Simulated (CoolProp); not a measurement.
Saturation properties of R22.

Values from CoolProp's reference Helmholtz-energy equation of state, Kamei 1995.

```
T (°C)  p (bar)  enthalpy of vaporisation (kJ/kg)  surface tension (mN/m)  vapour viscosity (µPa s)  liquid conductivity (mW/(m K))
------  -------  --------------------------------  ----------------------  ------------------------  ------------------------------
-67.85   0.2345                             249.9                    22.7                      9.39                             127
-59.35   0.3892                             244.9                    21.3                      9.79                             123
-50.75   0.6208                             239.8                    19.9                      10.2                             119
-42.25   0.9467                             234.6                    18.5                      10.6                             115
-33.65    1.401                             229.2                    17.1                      11.0                             111
-25.05    2.010                             223.5                    15.7                      11.4                             107
-16.55    2.796                             217.6                    14.4                      11.8                             103
-7.95     3.812                             211.3                    13.0                      12.3                            99.1
```

It boils at -40.8 °C under 1 atm.

Viscosity comes from a separate model (Bell 2016), an estimate that may be off by 10 % or more. Thermal conductivity comes from a separate model (McLinden 2000), an estimate that may be off by 10 % or more. Surface tension comes from a separate correlation (Mulero 2012).
